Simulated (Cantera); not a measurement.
Feed: 1 mol AlN, 0.19 mol O2, 17 mol H2, equilibrated at 1000 Pa.

Equilibrium computed with Cantera from the NASA thermochemical tables; the gas is ideal and each condensed phase is pure. Candidate condensed phases: Al, AlN, Al2O3, H2O; 35 gas species. Mutual solubility and eutectic melting of coexisting phases are not modelled. The tables' values for AlOH are old estimates; treat these amounts as uncertain. Condensed phases not in the tables: aluminium oxynitride. Equilibrium is a limit: real reactors are often held back by kinetics, nucleation or transport.

log p: log10 of the partial pressure in bar; n: condensed amount in mol.

```json
[
 {"T (K)": "1175", "log p H2": "-2.00", "log p N2": "-4.13", "log p Al": "<-14", "log p Al2O": "<-14", "log p H": "-7.91", "n AlN(s)": "0.747", "n Al2O3(s)": "0.127"},
 {"T (K)": "1275", "log p H2": "-2.00", "log p N2": "-4.13", "log p Al": "…", "log p Al2O": "<-14", "log p H": "…", "n AlN(s)": "0.747", "n Al2O3(s)": "0.127"},
 {"T (K)": "1375", "log p H2": "-2.00", "log p N2": "-4.13", "log p Al": "-10.16", "log p Al2O": "-11.96", "log p H": "-6.47", "n AlN(s)": "0.747", "n Al2O3(s)": "0.127"},
 {"T (K)": "1475", "log p H2": "-2.00", "log p N2": "-4.13", "log p Al": "…", "log p Al2O": "…", "log p H": "…", "n AlN(s)": "0.747", "n Al2O3(s)": "0.127"},
 {"T (K)": "1575", "log p H2": "-2.00", "log p N2": "-4.13", "log p Al": "-7.09", "log p Al2O": "-8.04", "log p H": "-5.38", "n AlN(s)": "0.747", "n Al2O3(s)": "0.127"},
 {"T (K)": "1675", "log p H2": "-2.00", "log p N2": "-4.13", "log p Al": "-5.83", "log p Al2O": "-6.43", "log p H": "-4.94", "n AlN(s)": "0.743", "n Al2O3(s)": "0.126"},
 {"T (K)": "1775", "log p H2": "-2.01", "log p N2": "-4.05", "log p Al": "-4.75", "log p Al2O": "-5.06", "log p H": "-4.54", "n AlN(s)": "0.695", "n Al2O3(s)": "0.122"},
 {"T (K)": "1875", "log p H2": "-2.02", "log p N2": "-3.71", "log p Al": "-3.93", "log p Al2O": "-4.03", "log p H": "-4.19", "n AlN(s)": "0.309", "n Al2O3(s)": "0.0711"},
 {"T (K)": "1975", "log p H2": "-2.03", "log p N2": "-3.56", "log p Al": "-3.72", "log p Al2O": "-3.80", "log p H": "-3.88", "n AlN(s)": "0", "n Al2O3(s)": "0.0296"}
]
```

Problem. What belongs in the gaps?

Solution. 
- 1275, log p Al: -12.07
- 1275, log p H: -7.13
- 1475, log p Al: -8.52
- 1475, log p Al2O: -9.86
- 1475, log p H: -5.89
